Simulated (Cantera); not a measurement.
**Abatement and gas-phase synthesis: CO2 + H2O + N2**

Charge: 1 mol CO2, 0.28 mol H2O, a varied amount of N2, held at 1475 °C and 1330 Pa.

Equilibrium computed with Cantera from the NASA thermochemical tables; the gas is ideal and each condensed phase is pure. Candidate condensed phases: C, C6H6, C7H8, C8H18, H2O; 136 gas species. The numbers say what is thermodynamically allowed, not how fast it happens.

| n(N2) (mol) | x N2 | x CO2 | x H2O | x CO | x O2 | x OH | x H2 | x NO |
|---|---|---|---|---|---|---|---|---|
| 0.84 | 0.394 | 0.462 | 0.131 | 0.00766 | 0.00381 | 0.000616 | 0.000600 | 0.000330 |
| 1.1 | 0.460 | 0.411 | 0.116 | 0.00711 | 0.00351 | 0.000569 | 0.000556 | 0.000342 |
| 1.5 | 0.537 | 0.352 | 0.0996 | 0.00642 | 0.00315 | 0.000513 | 0.000503 | 0.000350 |
| 2 | 0.608 | 0.298 | 0.0844 | 0.00576 | 0.00281 | 0.000459 | 0.000451 | 0.000352 |
| 2.7 | 0.676 | 0.245 | 0.0695 | 0.00507 | 0.00245 | 0.000403 | 0.000398 | 0.000347 |
| 3.5 | 0.730 | 0.204 | 0.0579 | 0.00450 | 0.00216 | 0.000356 | 0.000353 | 0.000338 |
| 4.7 | 0.784 | 0.163 | 0.0462 | 0.00388 | 0.00185 | 0.000306 | 0.000305 | 0.000324 |
| 6.3 | 0.829 | 0.128 | 0.0365 | 0.00332 | 0.00157 | 0.000261 | 0.000261 | 0.000307 |
| 8.4 | 0.866 | 0.100 | 0.0285 | 0.00282 | 0.00132 | 0.000221 | 0.000222 | 0.000288 |
| 11 | 0.894 | 0.0789 | 0.0225 | 0.00242 | 0.00112 | 0.000188 | 0.000190 | 0.000269 |
| 15 | 0.920 | 0.0593 | 0.0169 | 0.00201 | 0.000916 | 0.000155 | 0.000158 | 0.000247 |
| 20 | 0.939 | 0.0453 | 0.0129 | 0.00168 | 0.000758 | 0.000129 | 0.000133 | 0.000227 |
| 27 | 0.954 | 0.0339 | 0.00972 | 0.00139 | 0.000620 | 0.000107 | 0.000111 | 0.000207 |
x: gas mole fraction; nothing condenses.

From 0.84 mol N2 to 27 mol N2 nothing is condensed. The main C-bearing gas is CO2 throughout.
